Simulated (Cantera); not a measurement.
An adiabatic, constant-volume homogeneous reactor starts with 45.6 % H2, 10.8 % O2, 40.8 % N2, 2.82 % H2O, equivalence ratio 2.1, at 1250 K and 1.01 bar.

Detailed kinetics in Cantera: GRI-Mech 3.0 (53 species, 325 reactions).

One state of this run: T (K) = 2818; P (bar) = 2.08; x H2 = 0.253; x O2 = 0.000275; x H2O = 0.258; x NO = 0.00103; x NO2 = 3.57e-8; x H = 0.0307; x N2O = 6.29e-8. x: mole fraction; the columns are a selection and need not sum to one.

**Question.** Which value of t (s) does it belong to?
A) 0.0103
B) 3.00e-6
C) 0.000175
D) 0.000485

**Answer.** A, 0.0103
